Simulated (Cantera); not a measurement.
Cantera run:

```python
import numpy as np
import cantera as ct

gas_names = """
    CL CLO CL2 N NO NO2 NO3 N2 N2O O O2 O3 Si SiCL SiCL2 SiCL3 SiCL4 SiN SiO SiO2 Si2 Si2N Si3
""".split()
cond_names = """
    Si(cr) Si(L) SiO2(Lqz) SiO2(hqz) SiO2(L) Si2N2O(s) Si3N4(a)
""".split()


def load(file, names, dense=False):
    # The tables refer to 1 bar. Condensed volumes are neglected.
    table = {s.name: s for s in ct.Species.list_from_file(file)}
    out = []
    for n in names:
        d = dict(table[n].input_data)
        d["thermo"] = dict(d["thermo"], **{"reference-pressure": 1e5})
        if dense:
            d["equation-of-state"] = {"model": "constant-volume", "density": "1e6 g/cm^3"}
        out.append(ct.Species.from_dict(d))
    return out


gas = ct.Solution(thermo="ideal-gas", species=load("nasa_gas.yaml", gas_names))
cond = {s.name: ct.Solution(thermo="fixed-stoichiometry", species=[s], name=s.name)
        for s in load("nasa_condensed.yaml", cond_names, dense=True)}
atoms = {
    'SiCl4': {'Si': 1, 'CL': 4},
    'NO': {'N': 1, 'O': 1},
    'N2': {'N': 2},
}
top_T = {'Si2N2O(s)': 2100, 'Si3N4(a)': 2400}  # K; cautious upper limits of use, not melting points


def equilibrate(T, P, feed):
    n = {}
    for name, mol in feed.items():
        for a, k in atoms[name].items():
            n[a] = n.get(a, 0.0) + k * mol
    gas.TPX = T, P, n
    mass = sum(n.values()) * gas.mean_molecular_weight
    gas.equilibrate("TP")
    valid = [c for c in cond.values() if c.min_temp <= T <= top_T.get(c.name, c.max_temp)]
    mix = ct.Mixture([(gas, mass / gas.mean_molecular_weight)] + [(c, 0.0) for c in valid])
    mix.T, mix.P = T, P
    mix.equilibrate("TP", solver="vcs", rtol=1e-11, max_steps=5000)
    return mix


results = []
T = 1375  # K
P = 100000  # Pa
for m in [12, 21, 29, 38, 47, 55, 64, 72]:
    feed = {'SiCl4': 1, 'NO': 0.12, 'N2': m}  # mol
    mix = equilibrate(T, P, feed)
    results.append((T, P, feed, dict(zip(mix.species_names, mix.species_moles))))
    x = sorted(zip(gas.X, gas.species_names), reverse=True)
    print(f"T = {T:g} K  P = {P:g} Pa  n(N2) = {m:g} mol  gas = {mix.phase_moles(0):.4g} mol")
    print("   x: " + "  ".join(f"{s} {v:.3e}" for v, s in x if v > 1e-05))
    print("   condensed (mol): " + ("  ".join(f"{mix.phase(i).name} {mix.phase_moles(i):.4g}"
          for i in range(1, mix.n_phases) if mix.phase_moles(i) > 1e-12) or "none"))
```

It prints:

```
T = 1375 K  P = 100000 Pa  n(N2) = 12 mol  gas = 13.13 mol
   x: N2 9.182e-01  SiCL4 7.157e-02  CL2 8.088e-03  CL 2.101e-03
   condensed (mol): SiO2(hqz) 0.06
T = 1375 K  P = 100000 Pa  n(N2) = 21 mol  gas = 22.14 mol
   x: N2 9.513e-01  SiCL4 4.246e-02  CL2 4.627e-03  CL 1.589e-03
   condensed (mol): SiO2(hqz) 0.06
T = 1375 K  P = 100000 Pa  n(N2) = 29 mol  gas = 30.14 mol
   x: N2 9.642e-01  SiCL4 3.119e-02  CL2 3.310e-03  CL 1.344e-03
   condensed (mol): SiO2(hqz) 0.06
T = 1375 K  P = 100000 Pa  n(N2) = 38 mol  gas = 39.14 mol
   x: N2 9.723e-01  SiCL4 2.401e-02  CL2 2.485e-03  CL 1.164e-03
   condensed (mol): SiO2(hqz) 0.06
T = 1375 K  P = 100000 Pa  n(N2) = 47 mol  gas = 48.15 mol
   x: N2 9.775e-01  SiCL4 1.952e-02  CL2 1.974e-03  CL 1.038e-03
   condensed (mol): SiO2(hqz) 0.06
T = 1375 K  P = 100000 Pa  n(N2) = 55 mol  gas = 56.15 mol
   x: N2 9.806e-01  SiCL4 1.674e-02  CL2 1.662e-03  CL 9.524e-04
   condensed (mol): SiO2(hqz) 0.06
T = 1375 K  P = 100000 Pa  n(N2) = 64 mol  gas = 65.15 mol
   x: N2 9.833e-01  SiCL4 1.443e-02  CL2 1.405e-03  CL 8.757e-04
   condensed (mol): SiO2(hqz) 0.06
T = 1375 K  P = 100000 Pa  n(N2) = 72 mol  gas = 73.15 mol
   x: N2 9.851e-01  SiCL4 1.285e-02  CL2 1.231e-03  CL 8.198e-04
   condensed (mol): SiO2(hqz) 0.06
```

These are equilibrium values from Cantera (NASA tables, ideal gas, pure condensed phases), not measurements of a reactor. The tables hold silica as quartz up to 1696 K and as liquid above; real silica turns to tridymite and cristobalite and melts near 1996 K.
